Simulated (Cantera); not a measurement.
A Cantera script and its output.

```python
import numpy as np
import cantera as ct

gas = ct.Solution("gri30.yaml")
gas.TPX = 600, 19000, {'CH3OH': 1, 'O2': 1.15, 'N2': 3.69}
flame = ct.FreeFlame(gas, width=0.13)
flame.set_refine_criteria(ratio=3, slope=0.08, curve=0.16)
flame.transport_model = "mixture-averaged"
flame.solve(loglevel=0, auto=True)
z, T = flame.grid, flame.T
thick = (T[-1] - T[0]) / np.gradient(T, z).max()
show = ['CH3OH', 'O2', 'C2H2', 'HCN', 'NO2', 'NO']
print(f"laminar burning velocity  {flame.velocity[0] * 100:.3f} cm/s")
print(f"burnt temperature         {T[-1]:.1f} K")
print(f"thermal thickness         {thick * 1e3:.4f} mm")
print(f"grid points               {len(z)}")
z0 = z[flame.heat_release_rate.argmax()]
print(f"{'z/mm':>9s}{'T/K':>9s}{'u/(m/s)':>9s}" + "".join(f"{s:>11s}" for s in show))
rows = []
for k in (-3, -2, -1.5, -1, -0.5, -0.25, 0, 0.25, 0.5, 1, 2, 4, 8):
    zz = z0 + k * thick
    rows.append([k * thick, np.interp(zz, z, T), np.interp(zz, z, flame.velocity),
                 *(np.interp(zz, z, flame.X[gas.species_index(s)]) for s in show)])
    print(f"{rows[-1][0] * 1e3:9.3f}{rows[-1][1]:9.1f}{rows[-1][2]:9.3f}" + "".join(f"{x:11.3e}" for x in rows[-1][3:]))
```

Output:

```
laminar burning velocity  207.773 cm/s
burnt temperature         2345.9 K
thermal thickness         0.9379 mm
grid points               159
     z/mm      T/K  u/(m/s)      CH3OH         O2       C2H2        HCN        NO2         NO
   -2.814    600.2    2.086  1.706e-01  1.961e-01  9.450e-11  8.888e-12  2.962e-11  2.898e-11
   -1.876    602.7    2.109  1.693e-01  1.945e-01  1.914e-09  1.887e-10  5.588e-10  4.368e-10
   -1.407    610.9    2.154  1.676e-01  1.923e-01  9.032e-09  9.152e-10  2.495e-09  1.792e-09
   -0.938    671.8    2.415  1.608e-01  1.844e-01  8.891e-08  9.460e-09  2.069e-08  1.456e-08
   -0.469   1021.3    3.855  1.213e-01  1.494e-01  8.968e-07  9.727e-08  1.097e-07  1.702e-07
   -0.234   1409.4    5.559  6.654e-02  1.101e-01  2.335e-06  2.497e-07  1.050e-07  5.235e-07
    0.000   1790.1    7.375  1.238e-02  7.091e-02  4.886e-06  5.401e-07  2.455e-08  1.177e-06
    0.234   1932.7    8.068  4.057e-04  4.514e-02  4.293e-06  7.637e-07  9.677e-10  1.954e-06
    0.469   1963.5    8.193  3.362e-06  2.849e-02  1.248e-06  6.166e-07  5.847e-11  2.634e-06
    0.938   1989.1    8.260  7.610e-10  1.516e-02  3.027e-08  2.497e-07  6.124e-11  3.607e-06
    1.876   2013.5    8.310  3.704e-13  1.074e-02  2.875e-11  3.807e-08  7.901e-11  4.956e-06
    3.752   2040.1    8.391  1.235e-16  9.524e-03  3.830e-15  1.859e-09  1.166e-10  7.253e-06
    7.503   2078.8    8.524  9.634e-17  8.535e-03  6.252e-20  1.572e-11  2.040e-10  1.179e-05
```

Computed with Cantera and GRI-Mech 3.0 (53 species, 325 reactions). GRI-Mech 3.0 was tuned for natural gas; its chemistry of methanol as a main component is partial and can be far from experiment. Burning velocities carry a grid error of a few per cent, more on coarse grids.
